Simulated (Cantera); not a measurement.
An adiabatic, constant-volume homogeneous reactor starts with 12.9 % CH4, 0.592 % CO, 10.4 % O2, 76.1 % N2, equivalence ratio 2.5, at 1800 K and 0.849 atm.

Model: GRI-Mech 3.0 (53 species, 325 reactions), integrated in Cantera.

**Question.** Predict: time of steepest temperature rise; temperature at 1.00 s; equilibrium temperature; x(CO) at 1.00 s; x(O2) at 1.00 s; x(HCO) at 1.00 s.

**Answer.** 
| Item | Result |
|---|---|
| time of steepest temperature rise | 0.224 ms |
| temperature at 1.00 s | 2509 K |
| equilibrium temperature | 2509 K |
| x(CO) at 1.00 s | 0.109 (gas-phase equilibrium 0.109) |
| x(O2) at 1.00 s | 4.25e-6 (gas-phase equilibrium 4.25e-6) |
| x(HCO) at 1.00 s | 1.88e-7 (gas-phase equilibrium 1.88e-7) |
